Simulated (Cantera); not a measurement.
# Ignition delay

Mixture: 9.31 % CH₄, 19.1 % O₂, 71.6 % N₂, equivalence ratio 0.98, at 32.6 atm, adiabatic and at constant pressure. Ignition delay is the time to a rise of 400 K.

Detailed kinetics in Cantera: GRI-Mech 3.0 (53 species, 325 reactions). The pressure lies above the range GRI-Mech 3.0 was tuned for (to about 10 atm).

```
T0 (K)  delay (ms)
------  ----------
1273         0.539
1323         0.319
1373         0.194
1423         0.122
1473        0.0775
1523        0.0504
1573        0.0333
1623        0.0224
1673        0.0152
1723        0.0105
```

```json
{
  "apparent activation energy between 1623 and 1723 K": "170 kJ/mol"
}
```
